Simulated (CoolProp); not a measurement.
Vapour-liquid equilibrium of R22 (1) + dimethyl ether (2) at 1.19 MPa; x and y are mole fractions of (1).

Model: multi-fluid Helmholtz-energy mixture model, Kamei 1995 and Wu 2011; pair parameters Bell 2016, in CoolProp.

```tsv
x	bubble temperature (°C)	y at the bubble point	dew temperature at overall composition x (°C)	liquid density (mol/L)
0.05	52.0	0.044	52.0	13.37
0.2	52.6	0.197	52.6	13.43
0.35	52.1	0.380	52.3	13.48
0.5	49.8	0.579	51.0	13.54
0.65	45.1	0.766	48.4	13.62
0.8	38.7	0.906	43.9	13.67
0.95	31.9	0.985	35.5	13.61
```

y crosses x between x = 0.2 and 0.35: the model has an azeotrope there.

Pair parameters are fitted to limited data, so mixtures are less certain than the pure fluids.
